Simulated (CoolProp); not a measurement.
Sulfur hexafluoride at several states: Z from the reference equation and from simpler models built on Tc = 45.6 °C, pc = 3.755 MPa, ω = 0.210; each cubic takes its own stable root.

Computed with CoolProp (reference Helmholtz-energy equation of state, Guder 2009).

```
T (°C)  p (MPa)   phase  reference  van der Waals  Redlich-Kwong  Peng-Robinson
------  -------  ------  ---------  -------------  -------------  -------------
152.65     1.42     gas     0.9543         0.9443         0.9459         0.9457
-38.15    0.784  liquid    0.03274         0.8534        0.03561        0.03035
254.85   0.0703     gas     0.9991         0.9985         0.9987         0.9989
303.55   0.0101     gas     0.9999         0.9998         0.9999         0.9999
```

At some of these states van der Waals gives the other phase, because its saturation line lies elsewhere.
